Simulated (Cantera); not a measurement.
Low-pressure radical oxidation in H2/O2

An isothermal, constant-pressure homogeneous reactor starts with H₂ : O₂ = 0.0099 : 1 (molar parts), equivalence ratio 0.0050, at 1000 K and 190 Pa.

Detailed kinetics in Cantera: the H2/O2 subset of GRI-Mech 3.0, which has no nitrogen chemistry. Radical loss at walls, strong at low pressure, is not modelled.

```tsv
t (s)	x H₂	x O₂	x O	x H₂O₂	x OH
8.00e-6	0.00980	0.990	<1e-12	<1e-12	<1e-12
4.86e-5	0.00980	0.990	<1e-12	<1e-12	<1e-12
0.000295	0.00980	0.990	<1e-12	<1e-12	<1e-12
0.00179	0.00980	0.990	1.42e-11	<1e-12	1.26e-11
0.0109	0.00980	0.990	3.07e-10	<1e-12	1.88e-10
0.0661	0.00980	0.990	7.12e-7	<1e-12	3.80e-7
0.402	4.39e-5	0.982	0.00738	2.50e-9	0.000363
2.44	2.32e-5	0.986	0.00398	2.52e-9	0.000265
14.8	3.12e-6	0.990	0.000533	2.30e-9	9.76e-5
90.0	1.35e-7	0.990	2.35e-5	1.09e-9	2.06e-5
```
x: mole fraction; the columns are a selection and need not sum to one.

Equilibrium at this temperature and pressure: H₂ 2.00e-11, O₂ 0.990, O 3.61e-9, H₂O₂ 1.20e-12, OH 2.55e-7 (gas phase only).
